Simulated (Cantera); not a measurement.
Feed: 1 mol SiCl4, 0.089 mol Cl2, 170 mol H2, at 975 °C and 130 Pa.

Cantera equilibrium calculation (NASA polynomials, part measured and part estimated; ideal gas, pure solids and liquids). Candidate condensed phases: Si; 19 gas species. The tables' values for SiCl3 are old estimates; treat these amounts as uncertain. Rates play no part.

Base state: H2 0.977, HCl 0.0218, SiCl2 0.00122, SiCl3 1.72e-5, H 1.28e-5 (mole fractions); condensed: Si(s).

What changes in the equilibrium state with this change: SiCl4 replaced by Si2Cl6?


```json
[
 {"species": "H2", "before": "0.977", "after": "0.967"},
 {"species": "HCl", "before": "0.0218", "after": "0.0306"},
 {"species": "SiCl2", "before": "0.00122", "after": "0.00243"},
 {"species": "SiCl3", "before": "1.72e-5", "after": "4.85e-5"},
 {"species": "H", "before": "1.28e-5", "after": "1.27e-5"},
 {"species": "Si(s), mol", "before": "0.787", "after": "1.57"}
]
```
The feed counts by its element totals alone.

What changes in the equilibrium state with this change: temperature from 975 °C to 1302 °C?


```tsv
species	before	after
H2	0.977	0.976
HCl	0.0218	0.0211
SiCl2	0.00122	0.00155
H	1.28e-5	0.00114
Si	5.97e-9	4.42e-5
SiCl	4.55e-8	1.35e-5
Si(s), mol	0.787	0.722
```
The tables' values for SiCl are old estimates; treat these amounts as uncertain.
